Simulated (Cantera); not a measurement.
Input (Python, Cantera) and output of one run.

```python
import numpy as np
import cantera as ct

gas_names = [...]  # 151 gases of nasa_gas.yaml made of C, H, N, O, Si
cond_names = """
    C(gr) C6H6(L) C7H8(L) C8H18(L),n-octa H2O(s) H2O(L) Si(cr) Si(L) SiC(b) SiO2(Lqz) SiO2(hqz) SiO2(L)
    Si2N2O(s) Si3N4(a)
""".split()


# ... load() reads the species with a 1 bar reference pressure and builds the phases ...
atoms = {
    'HMDSO': {'Si': 2, 'C': 6, 'H': 18, 'O': 1},
    'CO2': {'C': 1, 'O': 2},
    'N2': {'N': 2},
}
top_T = {'C(gr)': 4500, 'SiC(b)': 3050, 'Si2N2O(s)': 2100, 'Si3N4(a)': 2400}  # K; cautious upper limits of use, not melting points


# ... equilibrate(T, P, feed) seeds the gas with the atoms and calls Mixture.equilibrate('TP', solver="vcs", rtol=1e-11, max_steps=5000) ...
results = []
T = 1648  # K
P = 13332.2  # Pa
for m in [0.51, 0.78, 1.2, 1.9, 2.9, 4.5, 6.9, 11, 17]:
    feed = {'HMDSO': 1, 'CO2': m, 'N2': 16}  # mol
    mix = equilibrate(T, P, feed)
    results.append((T, P, feed, dict(zip(mix.species_names, mix.species_moles))))
    x = sorted(zip(gas.X, gas.species_names), reverse=True)
    print(f"T = {T:g} K  P = {P:g} Pa  n(CO2) = {m:g} mol  gas = {mix.phase_moles(0):.4g} mol")
    print("   x: " + "  ".join(f"{s} {v:.3e}" for v, s in x if v > 0.001))
    print("   condensed (mol): " + ("  ".join(f"{mix.phase(i).name} {mix.phase_moles(i):.4g}"
          for i in range(1, mix.n_phases) if mix.phase_moles(i) > 1e-12) or "none"))
```

It prints:

```
T = 1648 K  P = 13332.2 Pa  n(CO2) = 0.51 mol  gas = 25.02 mol
   x: N2 5.988e-01  H2 3.589e-01  CO 4.070e-02  HCN 1.266e-03
   condensed (mol): C(gr) 5.458  Si2N2O(s) 0.9984
T = 1648 K  P = 13332.2 Pa  n(CO2) = 0.78 mol  gas = 25.57 mol
   x: N2 5.862e-01  H2 3.513e-01  CO 6.094e-02  HCN 1.239e-03
   condensed (mol): C(gr) 5.188  Si2N2O(s) 0.998
T = 1648 K  P = 13332.2 Pa  n(CO2) = 1.2 mol  gas = 26.41 mol
   x: N2 5.675e-01  H2 3.401e-01  CO 9.079e-02  HCN 1.200e-03
   condensed (mol): C(gr) 4.769  Si2N2O(s) 0.9974
T = 1648 K  P = 13332.2 Pa  n(CO2) = 1.9 mol  gas = 27.81 mol
   x: N2 5.389e-01  H2 3.229e-01  CO 1.365e-01  HCN 1.139e-03
   condensed (mol): C(gr) 4.07  Si2N2O(s) 0.9966
T = 1648 K  P = 13332.2 Pa  n(CO2) = 2.9 mol  gas = 29.81 mol
   x: N2 5.028e-01  H2 3.012e-01  CO 1.944e-01  HCN 1.063e-03
   condensed (mol): C(gr) 3.071  Si2N2O(s) 0.9955
T = 1648 K  P = 13332.2 Pa  n(CO2) = 4.5 mol  gas = 33.01 mol
   x: N2 4.541e-01  CO 2.724e-01  H2 2.720e-01
   condensed (mol): C(gr) 1.473  Si2N2O(s) 0.9938
T = 1648 K  P = 13332.2 Pa  n(CO2) = 6.9 mol  gas = 37.28 mol
   x: N2 4.109e-01  CO 3.459e-01  H2 2.412e-01  SiO 1.609e-03
   condensed (mol): SiO2(hqz) 0.5784  Si2N2O(s) 0.6808
T = 1648 K  P = 13332.2 Pa  n(CO2) = 11 mol  gas = 42 mol
   x: CO 3.860e-01  N2 3.809e-01  H2 1.854e-01  H2O 2.886e-02  CO2 1.876e-02
   condensed (mol): SiO2(hqz) 2
T = 1648 K  P = 13332.2 Pa  n(CO2) = 17 mol  gas = 48 mol
   x: CO 3.911e-01  N2 3.333e-01  H2 1.089e-01  CO2 8.808e-02  H2O 7.858e-02
   condensed (mol): SiO2(hqz) 2
```

Equilibrium computed with Cantera from the NASA thermochemical tables; the gas is ideal and each condensed phase is pure. The feed counts by its element totals alone. Mutual solubility and eutectic melting of coexisting phases are not modelled. The tables hold silica as quartz up to 1696 K and as liquid above; real silica turns to tridymite and cristobalite and melts near 1996 K. Gases not in the tables: Si(OH)4.
